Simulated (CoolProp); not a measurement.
Vapour-liquid equilibrium of CHF3 (R23) (1) + R13 (2) at -1.55 °C; x and y are mole fractions of (1).

Values from CoolProp's multi-fluid Helmholtz-energy mixture model, Penoncello 2003 and Platzer 1990; pair parameters Bell 2016. This equation is an older, rougher fit; its heat capacities, sound speeds and derivatives of the liquid may be far off and weren't checked against measurements.

```json
[
 {"x": "0.05", "bubble pressure, mixture model (kPa)": "2027", "bubble pressure, Raoult's law (kPa)": "1919", "y, mixture model": "0.086", "y, Raoult's law": "0.062"},
 {"x": "0.125", "bubble pressure, mixture model (kPa)": "2194", "bubble pressure, Raoult's law (kPa)": "1957", "y, mixture model": "0.191", "y, Raoult's law": "0.153"},
 {"x": "0.2", "bubble pressure, mixture model (kPa)": "2329", "bubble pressure, Raoult's law (kPa)": "1994", "y, mixture model": "0.275", "y, Raoult's law": "0.240"},
 {"x": "0.275", "bubble pressure, mixture model (kPa)": "2438", "bubble pressure, Raoult's law (kPa)": "2031", "y, mixture model": "0.348", "y, Raoult's law": "0.324"},
 {"x": "0.35", "bubble pressure, mixture model (kPa)": "2524", "bubble pressure, Raoult's law (kPa)": "2069", "y, mixture model": "0.413", "y, Raoult's law": "0.405"},
 {"x": "0.425", "bubble pressure, mixture model (kPa)": "2589", "bubble pressure, Raoult's law (kPa)": "2106", "y, mixture model": "0.474", "y, Raoult's law": "0.483"},
 {"x": "0.5", "bubble pressure, mixture model (kPa)": "2634", "bubble pressure, Raoult's law (kPa)": "2143", "y, mixture model": "0.532", "y, Raoult's law": "0.558"},
 {"x": "0.575", "bubble pressure, mixture model (kPa)": "2661", "bubble pressure, Raoult's law (kPa)": "2180", "y, mixture model": "0.589", "y, Raoult's law": "0.631"},
 {"x": "0.65", "bubble pressure, mixture model (kPa)": "2668", "bubble pressure, Raoult's law (kPa)": "2218", "y, mixture model": "0.648", "y, Raoult's law": "0.701"},
 {"x": "0.725", "bubble pressure, mixture model (kPa)": "2655", "bubble pressure, Raoult's law (kPa)": "2255", "y, mixture model": "0.709", "y, Raoult's law": "0.769"},
 {"x": "0.8", "bubble pressure, mixture model (kPa)": "2620", "bubble pressure, Raoult's law (kPa)": "2292", "y, mixture model": "0.775", "y, Raoult's law": "0.835"},
 {"x": "0.875", "bubble pressure, mixture model (kPa)": "2560", "bubble pressure, Raoult's law (kPa)": "2330", "y, mixture model": "0.848", "y, Raoult's law": "0.898"},
 {"x": "0.95", "bubble pressure, mixture model (kPa)": "2471", "bubble pressure, Raoult's law (kPa)": "2367", "y, mixture model": "0.933", "y, Raoult's law": "0.960"}
]
```

The largest gap from Raoult's law is +22.9 % in bubble pressure, at x = 0.425. y crosses x between x = 0.575 and 0.65: the model has an azeotrope there.

The pair parameters rest on a limited set of measurements; away from them the model extrapolates.
